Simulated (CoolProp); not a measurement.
Octamethyltrisiloxane (MDM) at several states: density (kg/m³) from the reference equation and from simpler models built on Tc = 292.2 °C, pc = 1.438 MPa, ω = 0.528; each cubic takes its own stable root.

Values from CoolProp's reference Helmholtz-energy equation of state, Thol 2017.

```tsv
T (°C)	p (MPa)	phase	reference
115.65	0.26	liquid	719.9
65.65	0.0142	liquid	773.7
-79.05	0.44	liquid	917.7
267.35	0.15	gas	8.249
```

Question: How far does each simpler model (van der Waals, Redlich-Kwong, Peng-Robinson) lie from the reference over these 4 states: mean and median of the absolute difference, and the worst?

Answer: 
- van der Waals: mean 60.4 %, median 70.5 %, worst -99.8 % at 65.65 °C and 0.0142 MPa
- Redlich-Kwong: mean 33.1 %, median 16.1 %, worst -99.8 % at 65.65 °C and 0.0142 MPa
- Peng-Robinson: mean 2.5 %, median 2.5 %, worst -4.5 % at -79.05 °C and 0.44 MPa

At some of these states van der Waals, Redlich-Kwong gives the other phase, because its saturation line lies elsewhere.
